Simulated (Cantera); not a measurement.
Mixture: H2 : O2 : N2 = 1 : 0.312 : 1.17 (molar parts), equivalence ratio 1.6, at 0.500 bar, adiabatic and at constant pressure. Ignition delay is the time to a rise of 400 K.

Detailed kinetics in Cantera: GRI-Mech 3.0 (53 species, 325 reactions). Below about 950 K walls govern HO2 and H2O2 in real vessels. Where the delays flatten at high temperature, the 400 K rule measures the pace of heat release, not the induction time.

Task: What does this change do: 0.12 parts H2O added?

Result: 
```tsv
quantity	before	after
delay at 925 K	1.67 ms	16.3 ms
delay at 1075 K	0.209 ms	0.234 ms
delay at 1225 K	90.2 µs	95.8 µs
delay at 1375 K	56.5 µs	59.5 µs
delay at 1525 K	46.5 µs	49.0 µs
```

Task: What does this change do: pressure from 0.500 bar to 1.01 bar?

Result: 
```csv
quantity,before,after
delay at 925 K,1.67 ms,56.0 ms
delay at 1075 K,0.209 ms,0.119 ms
delay at 1225 K,90.2 µs,43.2 µs
delay at 1375 K,56.5 µs,23.9 µs
delay at 1525 K,46.5 µs,17.2 µs
```

Task: What does this change do: pressure from 0.500 bar to 10.0 bar?

Result: 
| quantity | before | after |
|---|---|---|
| delay at 925 K | 1.67 ms | 45.6 ms |
| delay at 1075 K | 0.209 ms | 1.31 ms |
| delay at 1225 K | 90.2 µs | 27.3 µs |
| delay at 1375 K | 56.5 µs | 2.84 µs |
| delay at 1525 K | 46.5 µs | 1.38 µs |
The hydrogen kinetics of GRI-Mech 3.0 are dated; newer H2 mechanisms differ, most at raised pressure.
